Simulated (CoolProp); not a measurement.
Vapour-liquid equilibrium of propylene (1) + R115 (2) at 0.151 MPa; x and y are mole fractions of (1).

Computed with CoolProp (multi-fluid Helmholtz-energy mixture model, Lemmon 2013 and Lemmon 2016; pair parameters Bell 2016).

```
x     bubble temperature (°C)  y at the bubble point  dew temperature at overall composition x (°C)  liquid density (mol/L)
----  -----------------------  ---------------------  ---------------------------------------------  ----------------------
0.05                    -32.0                  0.125                                          -30.7                   9.982
0.15                    -35.5                  0.311                                          -32.5                   10.35
0.25                    -37.8                  0.435                                          -34.3                   10.71
0.35                    -39.4                  0.521                                          -36.2                   11.08
0.45                    -40.3                  0.583                                          -38.1                   11.47
0.55                    -40.9                  0.633                                          -39.8                   11.89
0.65                    -41.2                  0.679                                          -41.0                   12.34
0.75                    -41.2                  0.730                                          -41.1                   12.83
0.85                    -40.8                  0.798                                          -40.3                   13.37
0.95                    -39.6                  0.910                                          -39.1                   13.93
```

y crosses x between x = 0.65 and 0.75: the model has an azeotrope there.

The pair parameters rest on a limited set of measurements; away from them the model extrapolates.
